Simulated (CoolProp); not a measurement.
Nitrous oxide along the isobar 6.22 MPa: Z from the reference equation and from simpler models built on Tc = 309.5 K, pc = 7.245 MPa, ω = 0.161; each cubic takes its own stable root.

The numbers come from the reference Helmholtz-energy equation of state, Lemmon 2006 in CoolProp. It is a short technical equation, of lower accuracy than the large ones.

```csv
T (K),phase,reference
211,liquid,0.1344
230.3,liquid,0.1301
249.5,liquid,0.1281
268.7,liquid,0.1289
287.9,liquid,0.1353
307.1,gas,0.5554
326.4,gas,0.6921
345.6,gas,0.7637
364.8,gas,0.8120
384,gas,0.8475
```

Q: How far does each simpler model (van der Waals, Redlich-Kwong, Soave-Redlich-Kwong, Peng-Robinson) lie from the reference over these 10 states: mean and median of the absolute difference, and the worst?

A: 
- van der Waals: mean 30.1 %, median 33.5 %, worst +58.1 % at 287.9 K and 6.22 MPa
- Redlich-Kwong: mean 7.0 %, median 6.3 %, worst +19.1 % at 287.9 K and 6.22 MPa
- Soave-Redlich-Kwong: mean 5.8 %, median 5.0 %, worst +15.7 % at 287.9 K and 6.22 MPa
- Peng-Robinson: mean 2.8 %, median 2.4 %, worst -5.0 % at 211 K and 6.22 MPa
